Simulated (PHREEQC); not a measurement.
Consider water at 60 °C with 0.011 mol/kgw CuCl2, 0.015 mol/kgw (CH3)4NCl and 0.047 mol/kgw KHF2. Closed to the air; pH follows from the charge balance.

Model: ion-association model, phreeqc.dat, run in PHREEQC.

```json
{
 "pH": "3.32",
 "ionic_strength": "0.0879 mol/kgw",
 "density": "0.988 g/cm³",
 "total_alkalinity": "-47.0 meq/kg"
}
```

| species | molality | activity | log γ |
|---|---|---|---|
| K+ | 0.0470 | 0.0357 | -0.119 |
| HF | 0.0397 | 0.0406 | 0.009 |
| F- | 0.0383 | 0.0291 | -0.120 |
| Cl- | 0.0357 | 0.0272 | -0.118 |
| (CH3)4N+ | 0.0150 | 0.0115 | -0.116 |
| Cu+2 | 0.00717 | 0.00282 | -0.406 |
| HF2- | 0.00668 | 0.00518 | -0.110 |
| CuF+ | 0.00256 | 0.00198 | -0.110 |
| CuCl+ | 0.00125 | 0.000957 | -0.116 |
| H+ | 0.000579 | 0.000476 | -0.086 |
| CuCl2 | 1.93e-5 | 1.96e-5 | 0.009 |
| Cu2(OH)2+2 | 9.45e-8 | 3.42e-8 | -0.442 |
| CuOH+ | 7.71e-8 | 5.90e-8 | -0.116 |
| CuCl3- | 4.32e-9 | 3.31e-9 | -0.116 |

No solid was allowed to form. Species that the database lacks are ignored. (CH3)4N+ isn't in the database: it is added as a free cation with an ion size of 4 Å. Away from 25 °C the constants follow the database's enthalpies or fits; those with neither stay at their 25 °C values.
